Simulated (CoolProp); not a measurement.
A single-stage vapour-compression cycle with the fluid: evaporating at 286.15 K (dew point), condensing at 314.15 K (bubble point), superheat 5 K, subcooling 8 K, compressor efficiency 0.85, no pressure losses. The same conditions are run with several fluids, on thermodynamics alone (safety and materials aside).

Model: reference Helmholtz-energy equation of state of each fluid (R404A: Lemmon 2003; n-perfluoropentane: Gao 2022; sulfur dioxide: Gao 2016; trans-2-butene: Lemmon 2005; R245fa: Akasaka 2015; R1336mzz(Z): McLinden 2020), in CoolProp. Blends and air are pseudo-pure fits.

```tsv
fluid	cooling COP	pressure ratio	discharge temperature (K)	refrigerating effect (kJ/kg)	volumetric capacity (kJ/m³)
R404A	7.37	2.10	324.6	129	5670
n-perfluoropentane	7.97	2.85	314.2	78.4	516
sulfur dioxide	8.01	2.52	361.8	344	2460
trans-2-butene	8.25	2.40	322.6	355	1370
R245fa	8.24	2.78	319.2	176	944
R1336mzz(Z)	8.25	2.95	315.6	154	481
```

The compression ends wet for: n-perfluoropentane.
